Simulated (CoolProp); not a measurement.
Aqueous propylene glycol as a coolant, 25 % by mass, freezing at -9.8 °C, 1 atm.

Model: Melinder's fits for secondary coolants, in CoolProp.

```tsv
T (°C)	Prandtl number	cp (kJ/(kg K))	conductivity (W/(m K))	density (kg/m³)
-5	61.1	3.860	0.445	1027
-0.2	48.0	3.872	0.449	1026
4.6	38.3	3.883	0.454	1025
9.4	31.0	3.895	0.458	1023
14.1	…	3.906	0.462	1022
18.9	21.3	3.918	0.467	1020
23.7	18.0	3.929	0.471	1018
28.5	15.4	3.941	0.476	…
33.3	13.3	3.953	0.480	…
```

Task: Complete the blanks.

Result: 
- 14.1, Prandtl number: 25.6
- 28.5, density (kg/m³): 1016
- 33.3, density (kg/m³): 1013
